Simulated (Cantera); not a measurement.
# Thermodynamics of sublimation and decomposition of ceramics, feed ZrN + H₂

A closed system holds: 1 mol ZrN, 0.01 mol H₂, at 7.30 Pa.

Equilibrium computed with Cantera from the NASA thermochemical tables; the gas is ideal and each condensed phase is pure. Candidate condensed phases: Zr, ZrN; 22 gas species. Ions and electrons are included (thermal ionisation). Mutual solubility and eutectic melting of coexisting phases are not modelled. ZrN: taken at fixed stoichiometry. Condensed phases not in the tables: N, O or C dissolved in the metal. Kinetics and transport are ignored.

At 2500 K the condensed part is Zr(l) + ZrN(s). From 3000 K to 5000 K nothing is condensed. The main Zr-bearing gas is Zr throughout.

| T (K) | x H | x Zr | x N | x N₂ | x H₂ | x e- | x N+ | x H+ | n Zr(l) | n ZrN(s) |
|---|---|---|---|---|---|---|---|---|---|---|
| 2500 | 0.847 | 0.0382 | 6.09e-6 | 0.0317 | 0.0829 | 2.16e-11 | <1e-12 | 2.16e-11 | 0.000496 | 0.999 |
| 3000 | 0.0132 | 0.658 | 0.000934 | 0.328 | 5.06e-7 | 6.69e-10 | 5.18e-12 | 6.31e-10 | 0 | 0 |
| 3500 | 0.0131 | 0.653 | 0.0146 | 0.319 | 3.57e-8 | 3.94e-8 | 6.27e-9 | 2.87e-8 | 0 | 0 |
| 4000 | 0.0125 | 0.623 | 0.106 | 0.259 | 4.46e-9 | 1.26e-6 | 8.20e-7 | 3.35e-7 | 0 | 0 |
| 4500 | 0.0109 | 0.546 | 0.339 | 0.104 | 7.29e-10 | 2.31e-5 | 2.09e-5 | 1.72e-6 | 0 | 0 |
| 5000 | 0.0100 | 0.502 | 0.472 | 0.0148 | 1.78e-10 | 0.000197 | 0.000189 | 8.04e-6 | 0 | 0 |
x: gas mole fraction; n: condensed amount in mol.
